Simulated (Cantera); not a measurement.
A closed system holds: 1 mol MgF2, 0.22 mol H2, equilibrated at 39.0 Pa.

Equilibrium computed with Cantera from the NASA thermochemical tables; the gas is ideal and each condensed phase is pure. Candidate condensed phases: Mg, MgF2; 17 gas species. Rates play no part. All values below are at 1248 K.

Base state: H2 0.996, HF 0.00227, Mg 0.00112, MgF2 0.000332, MgF 2.95e-5, H 2.36e-5 (mole fractions); condensed: MgF2(s).

Task: What changes in the equilibrium state with this change: MgF2 replaced by KCl?

Result: 
| species | before | after |
|---|---|---|
| KCl | 0 | 0.805 |
| H2 | 0.996 | 0.181 |
| K2Cl2 | 0 | 0.0100 |
| Mg | 0.00112 | 0 |
| HF | 0.00227 | 0 |
| K | 0 | 0.00194 |
| HCl | 0 | 0.00194 |
| MgF2 | 0.000332 | 0 |
| MgF | 2.95e-5 | 0 |
| MgF2(s), mol | 1.000 | 0 |
Further candidate phases: K, KCl.
